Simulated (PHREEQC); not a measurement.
A solution holds 0.0054 mol MnSO4, 0.00043 mol CuCl2 and 0.043 mol HCl per kg of water, at 25 °C. Closed to the air; pH follows from the charge balance.

Computed with PHREEQC (ion-association model, phreeqc.dat).

This is a speciation only: nothing precipitates in the calculation.

Question: Order these S species by the share of S that they hold, largest first: HSO4-, MnSO4, CuSO4, SO4-2.

Answer: HSO4- (60 %), SO4-2 (34 %), MnSO4 (5.7 %), CuSO4 (0.53 %)

Question: Order these Cu species by the share of Cu that they hold, largest first: CuCl+, CuSO4, Cu+2.

Answer: Cu+2 (88 %), CuSO4 (6.7 %), CuCl+ (4.8 %)

The pH is 1.47 and the ionic strength 0.0572 mol/kgw.
